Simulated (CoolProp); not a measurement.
Vapour-liquid equilibrium of n-butane (1) + cyclohexane (2) at 320 kPa; x and y are mole fractions of (1).

Values from CoolProp's multi-fluid Helmholtz-energy mixture model, Bücker 2006 and Zhou 2014; pair parameters Bell 2016.

Q: Give the bubble temperature and the first vapour's composition at x = 0.05, 0.275, 0.575. Is there an azeotrope?

A: x = 0.05: 388.9 K, y = 0.213; x = 0.275: 354.3 K, y = 0.753; x = 0.575: 326.6 K, y = 0.941. No azeotrope shows between x = 0.05 and 0.95.

The pair parameters rest on a limited set of measurements; away from them the model extrapolates.
